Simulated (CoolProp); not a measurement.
Properties of cis-2-butene along the isobar 16.1 MPa.

Model: reference Helmholtz-energy equation of state, Lemmon 2005, in CoolProp. It is a short technical equation, of lower accuracy than the large ones.

```json
[
 {"T (K)": "297.9", "phase": "liquid", "cp (kJ/(kg K))": "2.170", "fugacity coefficient": "0.02191"},
 {"T (K)": "318.2", "phase": "liquid", "cp (kJ/(kg K))": "2.241", "fugacity coefficient": "___"},
 {"T (K)": "338.5", "phase": "liquid", "cp (kJ/(kg K))": "2.319", "fugacity coefficient": "___"},
 {"T (K)": "358.7", "phase": "liquid", "cp (kJ/(kg K))": "2.404", "fugacity coefficient": "0.09092"},
 {"T (K)": "379", "phase": "liquid", "cp (kJ/(kg K))": "___", "fugacity coefficient": "0.1280"},
 {"T (K)": "399.3", "phase": "liquid", "cp (kJ/(kg K))": "___", "fugacity coefficient": "0.1718"},
 {"T (K)": "419.5", "phase": "liquid", "cp (kJ/(kg K))": "2.697", "fugacity coefficient": "0.2209"},
 {"T (K)": "439.8", "phase": "supercritical", "cp (kJ/(kg K))": "2.807", "fugacity coefficient": "0.2747"},
 {"T (K)": "460.1", "phase": "supercritical", "cp (kJ/(kg K))": "2.920", "fugacity coefficient": "0.3312"}
]
```

### Question
Some entries are withheld; supply them.

### Answer

- 318.2, fugacity coefficient: 0.03817
- 338.5, fugacity coefficient: 0.06106
- 379, cp (kJ/(kg K)): 2.495
- 399.3, cp (kJ/(kg K)): 2.594
